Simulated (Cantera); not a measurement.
## Counterflow diffusion flame

A counterflow diffusion flame at 1.00 atm, nozzles 20 mm apart: fuel side 70.8 % CO, 4.46 % H2, 24.8 % N2 at 450 K, oxidiser side 28.0 % O2, 72.0 % N2 at 675 K, fuel mass flux 1.1 times the oxidiser's; mixture-averaged transport, no radiation.

Cantera simulation using GRI-Mech 3.0 (53 species, 325 reactions); the numbers are that mechanism's predictions, not measurements. The maximum strain rate includes the flame's own expansion and is several times the mean.

```
oxidiser flux (kg/m²/s)  max strain (1/s)  mean strain (1/s)  T max (K)  peak x OH  peak x H  peak x NO  peak x CO
-----------------------  ----------------  -----------------  ---------  ---------  --------  ---------  ---------
0.61                                  342                104       2134    0.00616   0.00790   0.000212      0.709
0.91                                  498                155       2071    0.00607   0.00917   0.000139      0.709
1.4                                   750                239       1999    0.00582    0.0106    9.53e-5      0.709
2                                    1050                341       1938    0.00557    0.0117    7.39e-5      0.709
3                                    1550                512       1864    0.00521    0.0130    5.72e-5      0.709
4.5                                  2270                768       1786    0.00469    0.0140    4.39e-5      0.709
6.7                                  3320               1140       1701    0.00410    0.0144    3.24e-5      0.709
10                                   4830               1710       1598    0.00336    0.0136    2.02e-5      0.709
15                                   6840               2560       1389    0.00192   0.00807    4.84e-6      0.709
```
x: mole fraction; the columns are a selection and need not sum to one.
